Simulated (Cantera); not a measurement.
Feed: 1 mol FeS2, 8.6 mol O2, 1.7 mol N2, at 677 °C and 750 Torr.

Method: chemical equilibrium by Gibbs-energy minimisation in Cantera with the NASA 1993 tables (ideal gas, pure condensed phases). Candidate condensed phases: Fe, FeO, FeS, FeSO4, FeS2, Fe2O3, Fe2(SO4)3, Fe3O4, S; 19 gas species. Rates play no part.

Base state: O2 0.643, N2 0.219, SO3 0.100, SO2 0.0374, NO 1.62e-5 (mole fractions); condensed: Fe2O3(s) + Fe2(SO4)3(s).

Q: What changes in the equilibrium state with this change: O2 from 8.6 to 1 mol?

A: 
| species | before | after |
|---|---|---|
| N2 | 0.219 | 0.629 |
| SO2 | 0.0374 | 0.362 |
| S2 | <1e-9 | 0.00847 |
| O2 | 0.643 | <1e-9 |
| SO3 | 0.100 | 2.23e-8 |
| S2O | <1e-9 | 0.00100 |
| NO | 1.62e-5 | <1e-9 |
| Fe2O3(s), mol | 0.190 | 0 |
| Fe2(SO4)3(s), mol | 0.310 | 0 |
| FeS(s), mol | 0 | 0.970 |
| Fe3O4(s), mol | 0 | 0.00998 |
FeS: taken at fixed stoichiometry. Gases not in the tables: S3 to S7.
